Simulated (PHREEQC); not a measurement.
Spent oxide etchant (model solution)

Make-up at 25 °C: 8.2 mmol/kgw NH4HF2, 0.25 mmol/kgw H2SiF6 and 7.5 mmol/kgw H3AsO4. Closed to the air; pH follows from the charge balance.

All values are PHREEQC results (ion-association model, wateq4f.dat), not measurements.

| Item | Result |
|---|---|
| pH | 2.70 |
| ionic strength | 0.0106 mol/kgw |
| total alkalinity | -17.2 meq/kg |

```csv
species,molality,activity,log γ
HF,0.0112,0.0112,0.001
NH4+,0.00820,0.00737,-0.046
H2AsO4-,0.00553,0.00497,-0.046
F-,0.00418,0.00375,-0.047
H+,0.00219,0.00199,-0.040
H3AsO4,0.00197,0.00198,0.001
H2F2,0.000328,0.000329,0.001
SiF6-2,0.000250,0.000165,-0.180
HF2-,0.000180,0.000162,-0.047
HAsO4-2,2.63e-7,1.72e-7,-0.184
```

Precipitation was switched off in this run. SiF6-2 is the database's only silicon fluoride.
